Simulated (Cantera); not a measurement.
Thermodynamics of silicon epitaxy and polysilicon growth, feed Si2H6 + HCl + H2

Input: 1 mol Si2H6, 0.62 mol HCl, 12 mol H2, at 36.0 mbar.

Equilibrium computed with Cantera from the NASA thermochemical tables; the gas is ideal and each condensed phase is pure. Candidate condensed phases: Si; 19 gas species. The feed counts by its element totals alone. The tables' values for SiCl3 are old estimates; treat these amounts as uncertain. The numbers say what is thermodynamically allowed, not how fast it happens.

```csv
T (K),log p H2,log p HCl,log p SiCl2,log p SiCl4,log p SiHCl3,log p SiCl3,n Si(s)
1123,-1.46,-3.04,-4.31,-4.20,-4.38,-4.80,1.93
1148,-1.46,-3.01,-4.22,-4.34,-4.49,-4.80,1.93
1173,-1.46,-2.98,-4.15,-4.51,-4.62,-4.82,1.94
1198,-1.46,-2.96,-4.09,-4.69,-4.75,-4.86,1.94
1223,-1.46,-2.95,-4.05,-4.88,-4.90,-4.92,1.94
1248,-1.46,-2.94,-4.02,-5.09,-5.06,-4.98,1.95
1273,-1.46,-2.93,-4.00,-5.29,-5.22,-5.05,1.95
1298,-1.46,-2.93,-3.98,-5.50,-5.37,-5.13,1.95
1323,-1.46,-2.93,-3.96,-5.71,-5.53,-5.20,1.95
1348,-1.46,-2.93,-3.95,-5.91,-5.68,-5.28,1.95
1373,-1.46,-2.93,-3.94,-6.10,-5.83,-5.35,1.95
1398,-1.46,-2.93,-3.93,-6.29,-5.98,-5.43,1.95
```
log p: log10 of the partial pressure in bar; n: condensed amount in mol.

From 1123 K to 1398 K the condensed part is Si(s). The main Si-bearing gas is SiCl4 at 1123 K and SiCl2 at 1398 K.
